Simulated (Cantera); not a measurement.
Input: 1 mol MgO, 3.7 mol CO, 6.7 mol H₂, held at 1950 K and 0.0133 bar.

Equilibrium computed with Cantera from the NASA thermochemical tables; the gas is ideal and each condensed phase is pure. Candidate condensed phases: C, C₆H₆, C₇H₈, C₈H₁₈, H₂O, Mg, MgCO₃, MgO, Mg(OH)₂; 116 gas species. The tables' values for MgH are old estimates; treat these amounts as uncertain. Rates play no part.

Base state: H₂ 0.608, CO 0.345, Mg 0.0194, H₂O 0.0172, H 0.00774, CO₂ 0.00222, MgOH 3.48e-5, MgH 2.63e-5 (mole fractions); condensed: MgO(s).

Q: What changes in the equilibrium state with this change: temperature from 1950 K to 2425 K?

A: 
```json
[
 {"species": "H₂", "before": "0.608", "after": "0.433"},
 {"species": "CO", "before": "0.345", "after": "0.299"},
 {"species": "H", "before": "0.00774", "after": "0.102"},
 {"species": "Mg", "before": "0.0194", "after": "0.0825"},
 {"species": "H₂O", "before": "0.0172", "after": "0.0707"},
 {"species": "O₂", "before": "2.29e-9", "after": "3.34e-5"},
 {"species": "O", "before": "1.87e-7", "after": "0.000496"},
 {"species": "MgO", "before": "5.65e-7", "after": "0.000122"},
 {"species": "OH", "before": "1.99e-5", "after": "0.00316"},
 {"species": "MgO(s), mol", "before": "0.793", "after": "0"}
]
```
